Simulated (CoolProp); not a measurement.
Chloromethane (R40) at several states: fugacity coefficient from the reference equation and from simpler models built on Tc = 418.6 K, pc = 6929 kPa, ω = 0.150; each cubic takes its own stable root.

The numbers come from the reference Helmholtz-energy equation of state, Thol 2014 in CoolProp.

```tsv
T (K)	p (kPa)	phase	reference	van der Waals	Redlich-Kwong	Soave-Redlich-Kwong	Peng-Robinson
480.9	26900	supercritical	0.4305	?	?	?	0.4316
303.3	186	gas	0.9705	?	0.9776	0.9765	?
484.2	14	gas	0.9995	0.9996	0.9996	0.9996	0.9995
249.1	733	liquid	0.1352	?	0.1754	0.1338	?
237.7	547	liquid	0.1080	0.7435	?	0.1063	0.1097
365.4	11.2	gas	0.9991	0.9993	0.9992	0.9992	0.9991
```

Q: Complete the blanks.

A: 
- 480.9, van der Waals: 0.4531
- 480.9, Redlich-Kwong: 0.4436
- 480.9, Soave-Redlich-Kwong: 0.4682
- 303.3, van der Waals: 0.9831
- 303.3, Peng-Robinson: 0.9752
- 249.1, van der Waals: 0.7235
- 249.1, Peng-Robinson: 0.1365
- 237.7, Redlich-Kwong: 0.1411
